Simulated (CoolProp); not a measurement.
Computed with CoolProp (reference Helmholtz-energy equation of state, Schmidt 1985). Above 300 K oxygen's equation is extrapolated.

**Question.** For oxygen, give the phase and the cp (kJ/(kg K)), Prandtl number at 340 K and 101 kPa.

**Answer.** 
- 340 K and 101 kPa: gas; cp 0.927, Prandtl number 0.715

Viscosity comes from a separate model (Lemmon 2004). Thermal conductivity comes from a separate model (Lemmon 2004).
